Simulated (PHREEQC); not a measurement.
Make-up at 25 °C: 0.013 mol KOH, 0.00041 mol H4SiO4 and 0.0079 mol CuSO4 per kg of water. Closed to the air; pH follows from the charge balance.

Computed with PHREEQC (ion-association model, wateq4f.dat).

| quantity | before | after |
|---|---|---|
| pH | 7.81 | 12.05 |
| ionic strength (mol/kgw) | 0.0242 | 0.0130 |

**Question.** Name the change that produced these shifts.
(A) CuSO4 replaced by NH4HSO4 at the same molality
(B) H4SiO4 left out
(C) 0.013 mol/kgw NaHCO3 added
(D) H4SiO4 from 0.00041 to 0.000369 mol/kgw
(E) CuSO4 left out

**Answer.** E, CuSO4 left out

This is a speciation only: nothing precipitates in the calculation. Some of these states are supersaturated (in Brochantite, Cu(OH)2, for instance). The database's constant for dissolved Cu(OH)2 is higher than later reviews accept.
